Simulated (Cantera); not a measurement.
Input: 1 mol SiF₄, 0.52 mol NO, 14 mol H₂, 0.16 mol O₃, held at 677 °C and 0.435 Torr.

Method: chemical equilibrium by Gibbs-energy minimisation in Cantera with the NASA 1993 tables (ideal gas, pure condensed phases). Candidate condensed phases: H₂O, Si, SiO₂, Si₂N₂O, Si₃N₄; 58 gas species. Equilibrium is a limit: real reactors are often held back by kinetics, nucleation or transport.

Base state: H₂ 0.827, HF 0.117, SiF₄ 0.0345, N₂ 0.0165, H₂O 0.00531 (mole fractions); condensed: SiO₂(β-quartz).

### Question
What changes in the equilibrium state with this change: H₂ from 14 to 3.7 mol?

### Answer
| species | before | after |
|---|---|---|
| H₂ | 0.827 | 0.500 |
| HF | 0.117 | 0.324 |
| SiF₄ | 0.0345 | 0.104 |
| H₂O | 0.00531 | 0.0235 |
| N₂ | 0.0165 | 0.0482 |
| SiO₂(β-quartz), mol | 0.458 | 0.437 |
